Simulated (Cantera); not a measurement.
Input: 1 mol Si2Cl6, 0.021 mol HCl, 110 mol N2, at 0.320 bar.

Method: chemical equilibrium by Gibbs-energy minimisation in Cantera with the NASA 1993 tables (ideal gas, pure condensed phases). Candidate condensed phases: NH4Cl, Si, Si3N4; 28 gas species. The feed counts by its element totals alone. N2 is the only nitrogen source here; it is nearly inert below about 1500 K, so the nitride shown seldom forms there in practice. The numbers say what is thermodynamically allowed, not how fast it happens.

Over these rows the condensed part is Si3N4(s). Partial pressures as log10 of bar:

```
T (K)  1000/T (1/K)  log p SiCl2  log p N2  log p SiCl4
-----  ------------  -----------  --------  -----------
1075         0.9302        -6.69     -0.50        -2.37
1125         0.8889            ?     -0.50        -2.37
1175         0.8511        -5.53     -0.50        -2.37
1225         0.8163        -5.02     -0.50        -2.37
1275         0.7843        -4.56     -0.50        -2.38
1325         0.7547        -4.14     -0.50        -2.39
```

Q: Fit log p(SiCl2) = a + b·(1000/T) to the five rows, give the apparent enthalpy, and predict the row at 1125 K.

A: Means: 1000/T = 0.8273, log p = -5.188. Sxy = -0.267632, Sxx = 0.0183956, so b = -14.55 and a = -5.188 − (-14.55)×0.8273 = 6.85.
Apparent enthalpy: −19.145 × (-14.55) = 279 kJ/mol. With the condensed phases at unit activity, 1/6 Si3N4(s) + 1/2 SiCl4(g) = SiCl2(g) + 1/3 N2(g) links this pressure to the main gases: over the six rows their terms move log p by -0.01 in all, so the slope is close to that reaction's ΔH°. The five rows lie within 0.01 of the line.
Prediction at 1125 K: 6.85 + (-14.55)×0.8889 = -6.08. The computed value is -6.08, 0.00 from the line.
